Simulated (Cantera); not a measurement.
An isothermal, constant-pressure homogeneous reactor starts with NO : N2 = 1 : 17 (molar parts), at 1775 K and 975 Torr.

Model: GRI-Mech 3.0 (53 species, 325 reactions), integrated in Cantera.

x: mole fraction; the columns are a selection and need not sum to one.

```json
[
 {"t (s)": "4.00e-6", "x NO": "0.0556", "x O": "2.89e-9", "x N2O": "…", "x NO2": "6.99e-11", "x N2": "0.944"},
 {"t (s)": "1.32e-5", "x NO": "0.0556", "x O": "9.06e-9", "x N2O": "…", "x NO2": "7.27e-10", "x N2": "0.944"},
 {"t (s)": "4.35e-5", "x NO": "0.0556", "x O": "2.57e-8", "x N2O": "…", "x NO2": "6.90e-9", "x N2": "0.944"},
 {"t (s)": "0.000143", "x NO": "0.0556", "x O": "5.84e-8", "x N2O": "…", "x NO2": "5.18e-8", "x N2": "0.944"},
 {"t (s)": "0.000473", "x NO": "0.0556", "x O": "1.22e-7", "x N2O": "…", "x NO2": "2.69e-7", "x N2": "0.944"},
 {"t (s)": "0.00156", "x NO": "0.0556", "x O": "3.49e-7", "x N2O": "…", "x NO2": "1.17e-6", "x N2": "0.944"},
 {"t (s)": "0.00514", "x NO": "0.0555", "x O": "1.14e-6", "x N2O": "1.25e-6", "x NO2": "4.56e-6", "x N2": "0.944"},
 {"t (s)": "0.0169", "x NO": "0.0555", "x O": "2.12e-6", "x N2O": "1.32e-6", "x NO2": "8.90e-6", "x N2": "0.944"},
 {"t (s)": "0.0558", "x NO": "0.0555", "x O": "2.24e-6", "x N2O": "1.32e-6", "x NO2": "9.40e-6", "x N2": "0.944"},
 {"t (s)": "0.184", "x NO": "0.0552", "x O": "2.40e-6", "x N2O": "1.31e-6", "x NO2": "1.00e-5", "x N2": "0.945"},
 {"t (s)": "0.607", "x NO": "0.0546", "x O": "2.85e-6", "x N2O": "1.28e-6", "x NO2": "1.18e-5", "x N2": "0.945"},
 {"t (s)": "2.00", "x NO": "0.0524", "x O": "3.98e-6", "x N2O": "1.19e-6", "x NO2": "1.60e-5", "x N2": "0.946"}
]
```

Q: Complete the blanks.

A: 
- 4.00e-6, x N2O: 2.96e-9
- 1.32e-5, x N2O: 9.72e-9
- 4.35e-5, x N2O: 3.18e-8
- 0.000143, x N2O: 1.02e-7
- 0.000473, x N2O: 3.07e-7
- 0.00156, x N2O: 7.68e-7
